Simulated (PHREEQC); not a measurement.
Consider water at 55 °C with 38 mmol/kgw BaBr2. Closed to the air; pH follows from the charge balance.

Equilibrium calculation in PHREEQC: ion-association model, phreeqc.dat.

This is a speciation only: nothing precipitates in the calculation.

Problem. Predict the specific conductance.

Solution. specific conductance 14000 µS/cm.

Complexes and solids missing from the database can't appear. Away from 25 °C the constants follow the database's enthalpies or fits; those with neither stay at their 25 °C values.
